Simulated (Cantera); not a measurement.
Charge: 1 mol Nb, 0.61 mol H2O, held at 1.10e-5 bar.

Equilibrium computed with Cantera from the NASA thermochemical tables; the gas is ideal and each condensed phase is pure. Candidate condensed phases: H2O, Nb, NbO, NbO2, Nb2O5; 12 gas species. Mutual solubility and eutectic melting of coexisting phases are not modelled. NbO: taken at fixed stoichiometry. Condensed phases not in the tables: N, O or C dissolved in the metal. Equilibrium is a limit: real reactors are often held back by kinetics, nucleation or transport.

Question: What share of the Nb ends up in condensed phases as a function of T (°C), at 527, 677, 827, 977, 1127, 1277, 1427, 1577, 1727, 1877, 2027, 2177, 2327, 2477?

Answer: 
| T (°C) | Nb condensed (%) | as |
|---|---|---|
| 527 | 100.0 | Nb(s) + NbO(s) |
| 677 | 100.0 | Nb(s) + NbO(s) |
| 827 | 100.0 | Nb(s) + NbO(s) |
| 977 | 100.0 | Nb(s) + NbO(s) |
| 1127 | 100.0 | Nb(s) + NbO(s) |
| 1277 | 100.0 | Nb(s) + NbO(s) |
| 1427 | 100.0 | Nb(s) + NbO(s) |
| 1577 | 99.8 | Nb(s) + NbO(s) |
| 1727 | 95.0 | Nb(s) + NbO(s) |
| 1877 | 63.3 | Nb(s) |
| 2027 | 54.2 | Nb(s) |
| 2177 | 44.7 | Nb(s) |
| 2327 | 38.6 | Nb(s) |
| 2477 | 25.1 | Nb(s) |
